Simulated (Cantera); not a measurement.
**B2O3 + NH3 + N2 (boron, boron nitride and boron oxide)**

A closed system holds: 1 mol B2O3, 2.5 mol NH3, 1.1 mol N2, at 1.00 Torr.

These are equilibrium values from Cantera (NASA tables, ideal gas, pure condensed phases), not measurements of a reactor. Candidate condensed phases: B, BN, B2O3, B3O3H3, H2O; 39 gas species. Mutual solubility and eutectic melting of coexisting phases are not modelled. Equilibrium is a limit: real reactors are often held back by kinetics, nucleation or transport.

From 1223 K to 1423 K the condensed part is BN(s) + B2O3(l). At 1523 K the condensed part is B2O3(l). From 1623 K to 2423 K nothing is condensed. The main B-bearing gas is HBO2 at 1223 K and BO at 2423 K.

```json
[
 {"T (K)": "1223", "x H2": "0.614", "x N2": "0.385", "x H": "6.45e-6", "x BO": "2.68e-8", "x B2O3": "1.44e-5", "x HBO2": "0.000654", "x HBO": "6.10e-5", "x H2O": "0.000434", "x BO2": "7.88e-11", "n BN(s)": "0.00297", "n B2O3(l)": "0.996"},
 {"T (K)": "1323", "x H2": "0.612", "x N2": "0.384", "x H": "3.40e-5", "x BO": "1.00e-6", "x B2O3": "0.000261", "x HBO2": "0.00225", "x HBO": "0.000522", "x H2O": "0.000413", "x BO2": "2.27e-9", "n BN(s)": "0.00517", "n B2O3(l)": "0.987"},
 {"T (K)": "1423", "x H2": "0.605", "x N2": "0.382", "x H": "0.000141", "x BO": "2.24e-5", "x B2O3": "0.00308", "x HBO2": "0.00637", "x HBO": "0.00326", "x H2O": "0.000389", "x BO2": "4.02e-8", "n BN(s)": "0.00723", "n B2O3(l)": "0.947"},
 {"T (K)": "1523", "x H2": "0.571", "x N2": "0.368", "x H": "0.000478", "x BO": "0.000286", "x B2O3": "0.0259", "x HBO2": "0.0174", "x HBO": "0.0136", "x H2O": "0.000462", "x BO2": "5.55e-7", "n BN(s)": "0", "n B2O3(l)": "0.721"},
 {"T (K)": "1623", "x H2": "0.492", "x N2": "0.331", "x H": "0.00133", "x BO": "0.00155", "x B2O3": "0.0988", "x HBO2": "0.0409", "x HBO": "0.0260", "x H2O": "0.000856", "x BO2": "5.66e-6", "n BN(s)": "0", "n B2O3(l)": "0"},
 {"T (K)": "1723", "x H2": "0.486", "x N2": "0.330", "x H": "0.00348", "x BO": "0.00403", "x B2O3": "0.0936", "x HBO2": "0.0453", "x HBO": "0.0289", "x H2O": "0.00139", "x BO2": "2.17e-5", "n BN(s)": "0", "n B2O3(l)": "0"},
 {"T (K)": "1823", "x H2": "0.477", "x N2": "0.328", "x H": "0.00819", "x BO": "0.00918", "x B2O3": "0.0874", "x HBO2": "0.0499", "x HBO": "0.0307", "x H2O": "0.00219", "x BO2": "7.24e-5", "n BN(s)": "0", "n B2O3(l)": "0"},
 {"T (K)": "1923", "x H2": "0.464", "x N2": "0.325", "x H": "0.0176", "x BO": "0.0183", "x B2O3": "0.0799", "x HBO2": "0.0547", "x HBO": "0.0309", "x H2O": "0.00345", "x BO2": "0.000216", "n BN(s)": "0", "n B2O3(l)": "0"},
 {"T (K)": "2023", "x H2": "0.443", "x N2": "0.320", "x H": "0.0346", "x BO": "0.0322", "x B2O3": "0.0704", "x HBO2": "0.0596", "x HBO": "0.0290", "x H2O": "0.00547", "x BO2": "0.000586", "n BN(s)": "0", "n B2O3(l)": "0"},
 {"T (K)": "2123", "x H2": "0.413", "x N2": "0.312", "x H": "0.0631", "x BO": "0.0502", "x B2O3": "0.0589", "x HBO2": "0.0636", "x HBO": "0.0253", "x H2O": "0.00862", "x BO2": "0.00145", "n BN(s)": "0", "n B2O3(l)": "0"},
 {"T (K)": "2223", "x H2": "0.371", "x N2": "0.301", "x H": "0.107", "x BO": "0.0705", "x B2O3": "0.0462", "x HBO2": "0.0648", "x HBO": "0.0205", "x H2O": "0.0131", "x BO2": "0.00325", "n BN(s)": "0", "n B2O3(l)": "0"},
 {"T (K)": "2323", "x H2": "0.316", "x N2": "0.287", "x H": "0.168", "x BO": "0.0907", "x B2O3": "0.0336", "x HBO2": "0.0614", "x HBO": "0.0155", "x H2O": "0.0182", "x BO2": "0.00651", "n BN(s)": "0", "n B2O3(l)": "0"},
 {"T (K)": "2423", "x H2": "0.252", "x N2": "0.269", "x H": "0.244", "x BO": "0.109", "x B2O3": "0.0221", "x HBO2": "0.0518", "x HBO": "0.0110", "x H2O": "0.0221", "x BO2": "0.0114", "n BN(s)": "0", "n B2O3(l)": "0"}
]
```
x: gas mole fraction; n: condensed amount in mol.
